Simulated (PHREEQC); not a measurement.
1.3 g of hydrous ferric oxide (600 m²/g; 0.2 weak and 0.005 strong sites per Fe, Dzombak-Morel constants, diffuse double layer) in 1 kg of water with 0.001 mol/kgw of an inert sodium salt and 3.7e-05 mol/kgw ZnCl2, at 25 °C; the pH is set by adding NaOH or the inert anion's acid. Oxygen alone is held at its pressure in air (log pO2 = -0.68). No CO2 enters from the air. No solid was allowed to form.

Base run: PHREEQC, ion-association model, wateq4f.dat. Each further column changes one thing. The table gives surface charge σ (C/m²).

```json
[
 {"pH": "3", "base": "0.275", "background salt from 0.001 to 0.0001 mol/kgw": "0.257", "oxide from 1.3 to 6.5 g/kgw": "0.315", "0.0037 mol/kgw CuCl2 added": "0.333"},
 {"pH": "3.5", "base": "0.198", "background salt from 0.001 to 0.0001 mol/kgw": "0.169", "oxide from 1.3 to 6.5 g/kgw": "0.252", "0.0037 mol/kgw CuCl2 added": "0.288"},
 {"pH": "4.5", "base": "0.089", "background salt from 0.001 to 0.0001 mol/kgw": "0.059", "oxide from 1.3 to 6.5 g/kgw": "0.117", "0.0037 mol/kgw CuCl2 added": "0.183"},
 {"pH": "5", "base": "0.056", "background salt from 0.001 to 0.0001 mol/kgw": "0.033", "oxide from 1.3 to 6.5 g/kgw": "0.071", "0.0037 mol/kgw CuCl2 added": "0.170"},
 {"pH": "6", "base": "0.020", "background salt from 0.001 to 0.0001 mol/kgw": "0.008", "oxide from 1.3 to 6.5 g/kgw": "0.022", "0.0037 mol/kgw CuCl2 added": "0.179"},
 {"pH": "6.5", "base": "0.011", "background salt from 0.001 to 0.0001 mol/kgw": "0.005", "oxide from 1.3 to 6.5 g/kgw": "0.012", "0.0037 mol/kgw CuCl2 added": "0.166"},
 {"pH": "7.5", "base": "0.003", "background salt from 0.001 to 0.0001 mol/kgw": "0.001", "oxide from 1.3 to 6.5 g/kgw": "0.003", "0.0037 mol/kgw CuCl2 added": "0.100"},
 {"pH": "8", "base": "0.001", "background salt from 0.001 to 0.0001 mol/kgw": "0.000", "oxide from 1.3 to 6.5 g/kgw": "0.000", "0.0037 mol/kgw CuCl2 added": "0.065"},
 {"pH": "9", "base": "-0.004", "background salt from 0.001 to 0.0001 mol/kgw": "-0.002", "oxide from 1.3 to 6.5 g/kgw": "-0.005", "0.0037 mol/kgw CuCl2 added": "0.022"},
 {"pH": "9.5", "base": "-0.009", "background salt from 0.001 to 0.0001 mol/kgw": "-0.004", "oxide from 1.3 to 6.5 g/kgw": "-0.009", "0.0037 mol/kgw CuCl2 added": "0.011"},
 {"pH": "10.5", "base": "-0.029", "background salt from 0.001 to 0.0001 mol/kgw": "-0.019", "oxide from 1.3 to 6.5 g/kgw": "-0.034", "0.0037 mol/kgw CuCl2 added": "-0.003"},
 {"pH": "11", "base": "-0.056", "background salt from 0.001 to 0.0001 mol/kgw": "-0.046", "oxide from 1.3 to 6.5 g/kgw": "-0.066", "0.0037 mol/kgw CuCl2 added": "-0.010"}
]
```

The oxide is taken as insoluble; below pH 4 it would dissolve. In at least one series the solution becomes supersaturated in solids that the run did not let form, among them Cu(OH)2, Atacamite, Zn(OH)2-e. The database's constant for dissolved Cu(OH)2 is higher than later reviews accept.
